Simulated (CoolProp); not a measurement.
Octamethylcyclotetrasiloxane (D4) along the isotherm 620 K: Z from the reference equation and from simpler models built on Tc = 586.5 K, pc = 13.47 bar, ω = 0.598; each cubic takes its own stable root.

Computed with CoolProp (reference Helmholtz-energy equation of state, Thol 2015).

| p (bar) | phase | reference |
|---|---|---|
| 0.748 | gas | 0.9841 |
| 1.5 | gas | 0.9678 |
| 2.25 | gas | 0.9512 |
| 2.99 | gas | 0.9344 |
| 3.74 | gas | 0.9171 |
| 4.49 | gas | 0.8994 |
| 5.24 | gas | 0.8813 |
| 5.99 | gas | 0.8628 |
| 6.74 | gas | 0.8438 |

Q: How far does each simpler model (Pitzer virial, van der Waals, Redlich-Kwong, Peng-Robinson) lie from the reference over these 9 states: mean and median of the absolute difference, and the worst?

A: 
- Pitzer virial: mean 0.6 %, median 0.4 %, worst +1.6 % at 620 K and 6.74 bar
- van der Waals: mean 0.7 %, median 0.7 %, worst +1.1 % at 620 K and 6.74 bar
- Redlich-Kwong: mean 0.2 %, median 0.2 %, worst -0.4 % at 620 K and 6.74 bar
- Peng-Robinson: mean 0.6 %, median 0.6 %, worst -1.0 % at 620 K and 6.74 bar
